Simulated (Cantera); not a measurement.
**Equilibrium for roasting and sulfation: MgCO3 + H2S + CO2**

Input: 1 mol MgCO3, 3.9 mol H2S, 2.4 mol CO2, held at 0.100 bar.

Equilibrium computed with Cantera from the NASA thermochemical tables; the gas is ideal and each condensed phase is pure. Candidate condensed phases: C, C6H6, C7H8, C8H18, H2O, H2SO4, Mg, MgCO3, MgO, Mg(OH)2, MgS, MgSO4, S; 130 gas species. Gases not in the tables: S3 to S7. Kinetics and transport are ignored.

```json
[
 {"T (°C)": "475", "x H2S": "0.489", "x CO2": "0.426", "x CO": "0.00730", "x H2O": "0.0380", "x S2": "0.00567", "x H2": "0.00405", "x COS": "0.0297", "x SO2": "9.03e-7", "n MgO(s)": "1.00"},
 {"T (°C)": "625", "x H2S": "0.430", "x CO2": "0.381", "x CO": "0.0396", "x H2O": "0.0720", "x S2": "0.0285", "x H2": "0.0174", "x COS": "0.0312", "x SO2": "1.34e-5", "n MgO(s)": "1.00"},
 {"T (°C)": "775", "x H2S": "0.327", "x CO2": "0.310", "x CO": "0.0993", "x H2O": "0.122", "x S2": "0.0726", "x H2": "0.0464", "x COS": "0.0221", "x SO2": "0.000111", "n MgO(s)": "1.00"},
 {"T (°C)": "925", "x H2S": "0.212", "x CO2": "0.236", "x CO": "0.160", "x H2O": "0.172", "x S2": "0.121", "x H2": "0.0851", "x COS": "0.0127", "x SO2": "0.000593", "n MgO(s)": "1.00"},
 {"T (°C)": "1075", "x H2S": "0.123", "x CO2": "0.180", "x CO": "0.204", "x H2O": "0.206", "x S2": "0.157", "x H2": "0.119", "x COS": "0.00683", "x SO2": "0.00229", "n MgO(s)": "1.00"},
 {"T (°C)": "1225", "x H2S": "0.0692", "x CO2": "0.142", "x CO": "0.234", "x H2O": "0.223", "x S2": "0.175", "x H2": "0.142", "x COS": "0.00377", "x SO2": "0.00684", "n MgO(s)": "1.00"},
 {"T (°C)": "1375", "x H2S": "0.0404", "x CO2": "0.113", "x CO": "0.257", "x H2O": "0.224", "x S2": "0.179", "x H2": "0.160", "x COS": "0.00222", "x SO2": "0.0155", "n MgO(s)": "1.000"},
 {"T (°C)": "1525", "x H2S": "0.0252", "x CO2": "0.0882", "x CO": "0.276", "x H2O": "0.214", "x S2": "0.173", "x H2": "0.176", "x COS": "0.00139", "x SO2": "0.0269", "n MgO(s)": "1.000"}
]
```
x: gas mole fraction; n: condensed amount in mol.

From 475 °C to 1525 °C the condensed part is MgO(s).
